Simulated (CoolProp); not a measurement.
R404A along the isotherm 390.3 K: density (kg/m³) from the reference equation and from simpler models built on Tc = 345.3 K, pc = 3735 kPa, ω = 0.293; each cubic takes its own stable root.

Computed with CoolProp (reference Helmholtz-energy equation of state, Lemmon 2003). It is a pseudo-pure fit of the blend.

```csv
p (kPa),phase,reference
187,gas,5.692
373,gas,11.49
560,gas,17.47
747,gas,23.60
934,gas,29.90
1120,gas,36.34
1310,gas,43.10
1490,gas,49.70
1680,gas,56.86
1870,gas,64.26
```

Problem. How far does each simpler model (ideal gas, van der Waals, Redlich-Kwong, Soave-Redlich-Kwong) lie from the reference over these 10 states: mean and median of the absolute difference, and the worst?

Solution. 
- ideal gas: mean 6.7 %, median 6.7 %, worst -12.5 % at 390.3 K and 1870 kPa
- van der Waals: mean 0.3 %, median 0.4 %, worst -0.4 % at 390.3 K and 1680 kPa
- Redlich-Kwong: mean 0.1 %, median 0.1 %, worst +0.2 % at 390.3 K and 1870 kPa
- Soave-Redlich-Kwong: mean 0.5 %, median 0.5 %, worst -1.0 % at 390.3 K and 1870 kPa
